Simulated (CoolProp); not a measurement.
Vapour-liquid equilibrium of R125 (1) + R245fa (2) at 0.0319 MPa; x and y are mole fractions of (1).

Model: multi-fluid Helmholtz-energy mixture model, Lemmon 2005 and Akasaka 2015; pair parameters Bell 2016, in CoolProp.

```
x      bubble temperature, mixture model (°C)  bubble temperature, Raoult's law (°C)  y, mixture model  y, Raoult's law
-----  --------------------------------------  -------------------------------------  ----------------  ---------------
0.05                                    -24.0                                  -22.3             0.527            0.485
0.125                                   -36.3                                  -33.8             0.791            0.761
0.2                                     -43.9                                  -41.5             0.883            0.868
0.275                                   -49.0                                  -47.1             0.926            0.919
0.35                                    -52.9                                  -51.3             0.950            0.947
0.425                                   -55.9                                  -54.7             0.964            0.964
0.5                                     -58.4                                  -57.5             0.974            0.975
0.575                                   -60.5                                  -59.9             0.981            0.982
0.65                                    -62.4                                  -62.0             0.986            0.988
0.725                                   -64.1                                  -63.8             0.990            0.992
0.8                                     -65.6                                  -65.5             0.994            0.995
0.875                                   -66.9                                  -66.9             0.996            0.997
0.95                                    -68.2                                  -68.2             0.999            0.999
```

The largest gap from Raoult's law is -2.5 K in bubble temperature, at x = 0.125. No azeotrope shows between x = 0.05 and 0.95.

The pair parameters rest on a limited set of measurements; away from them the model extrapolates.
